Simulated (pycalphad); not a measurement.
All values are pycalphad results on the COST 507 light-alloy database (1999) (1 atm), not direct measurements. These are 1990s assessments: newer ones move some temperatures and phases. Kinetics are ignored, which matters at the lower temperatures.

## Si-4.105Ti (wt.%): equilibrium cooling sequence

```json
[
 {"T (K)": "1679.0", "phases above": "LIQUID", "phases below": "DIAMOND_A4 + LIQUID"},
 {"T (K)": "1604.2", "phases above": "DIAMOND_A4 + LIQUID", "phases below": "DIAMOND_A4 + SI2TI"}
]
```

Changes were sought between steps of 50 K, so a narrower field can be missed.

Database names, with the compositions (at.%) that they take in these runs: SI2TI: Si 67 Ti 33. DIAMOND_A4 is diamond (Si).
